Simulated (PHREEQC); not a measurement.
A solution holds 0.09 mol/kgw CdCl2, 0.015 mol/kgw NiCl2 and 0.17 mol/kgw NaCl, at 25 °C. Closed to the air; pH follows from the charge balance.

Computed with PHREEQC (ion-association model, wateq4f.dat).

```
Quantity                  Result
-----------------  -------------
pH                          5.46
ionic strength     0.283 mol/kgw
activity of water          0.991
```

| species | molality | activity | log γ |
|---|---|---|---|
| Cl- | 0.259 | 0.177 | -0.164 |
| Na+ | 0.170 | 0.124 | -0.138 |
| CdCl+ | 0.0517 | 0.0380 | -0.134 |
| CdCl2 | 0.0263 | 0.0281 | 0.028 |
| Ni+2 | 0.0120 | 0.00348 | -0.535 |
| Cd+2 | 0.00769 | 0.00224 | -0.535 |

Precipitation was switched off in this run.
